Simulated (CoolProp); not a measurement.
Vapour-liquid equilibrium of octamethyltrisiloxane (MDM) (1) + octamethylcyclotetrasiloxane (D4) (2) at 316 K; x and y are mole fractions of (1).

Values from CoolProp's multi-fluid Helmholtz-energy mixture model, Thol 2017 and Thol 2015; pair parameters Bell 2016.

| x | bubble pressure (MPa) | y at the bubble point | dew pressure at overall composition x (MPa) | liquid density (mol/L) |
|---|---|---|---|---|
| 0.05 | 0.0005209 | 0.158 | 0.0004785 | 3.147 |
| 0.2 | 0.0006837 | 0.455 | 0.0005392 | 3.180 |
| 0.35 | 0.0008330 | 0.632 | 0.0006162 | 3.214 |
| 0.5 | 0.0009783 | 0.756 | 0.0007165 | 3.249 |
| 0.65 | 0.001125 | 0.850 | 0.0008516 | 3.285 |
| 0.8 | 0.001275 | 0.925 | 0.001042 | 3.321 |
| 0.95 | 0.001427 | 0.983 | 0.001336 | 3.358 |

No azeotrope shows between x = 0.05 and 0.95.

The pair parameters rest on a limited set of measurements; away from them the model extrapolates.
